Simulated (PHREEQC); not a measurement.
A PHREEQC speciation (ion-association model, phreeqc.dat) at 20 °C gives pH 5.24 and these molalities:

```
species  mol/kgw
-------  -------
Cl-        0.212
CdCl+      0.163
CdCl2     0.0694
Cd+2      0.0288
CdCl3-   0.00863
```

Question: What are the element totals, and what could have been dissolved in 1 kg of water to give them?

Answer: One answer among several that fit: totals Cd 0.270, Cl 0.540 mol/kgw, from 0.27 mol/kgw CdCl2.

No solid was allowed to form. Complexes and solids missing from the database can't appear.
